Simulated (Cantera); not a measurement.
Stirred combustor or abatement burner

A perfectly stirred reactor is fed with CH4 : O2 : N2 = 1 : 4.17 : 15.7 (molar parts), equivalence ratio 0.48, at 1.00 bar; it is adiabatic with a 650 K inlet, and is followed from long to short residence time, starting on the burning branch (τ in s: 0.023, 0.012, 0.0059, 0.003, 0.0015, 0.00077, 0.00039, 0.0002, 0.0001, 5.1e-05, 2.6e-05, 1.3e-05).

Cantera simulation using GRI-Mech 3.0 (53 species, 325 reactions); the numbers are that mechanism's predictions, not measurements.

```
τ (s)    T (K)     x CH4   x O2      x CO    x HCO     x NO    x CH2O
-------  -----  --------  -----  --------  -------  -------  --------
0.023     1711   2.96e-5  0.104  0.000680  5.35e-8  7.03e-6   3.23e-6
0.012     1705   4.47e-5  0.104   0.00106  1.06e-7  6.06e-6   5.06e-6
0.0059    1694   7.06e-5  0.104   0.00170  2.21e-7  5.05e-6   8.23e-6
0.0030    1680  0.000111  0.104   0.00268  4.44e-7  4.25e-6   1.31e-5
0.0015    1658  0.000181  0.105   0.00426  9.02e-7  3.61e-6   2.13e-5
0.00077   1628  0.000306  0.106   0.00668  1.77e-6  3.01e-6   3.50e-5
0.00039   1581  0.000589  0.109    0.0108  3.48e-6  2.20e-6   6.24e-5
0.00020   1492   0.00171  0.116    0.0188  6.68e-6  8.41e-7  0.000151
0.00010    650    0.0479  0.200    <1e-12   <1e-12   <1e-12    <1e-12
5.1e-5     650    0.0479  0.200    <1e-12   <1e-12   <1e-12    <1e-12
2.6e-5     650    0.0479  0.200    <1e-12   <1e-12   <1e-12    <1e-12
1.3e-5     650    0.0479  0.200    <1e-12   <1e-12   <1e-12    <1e-12
```
x: mole fraction; the columns are a selection and need not sum to one.
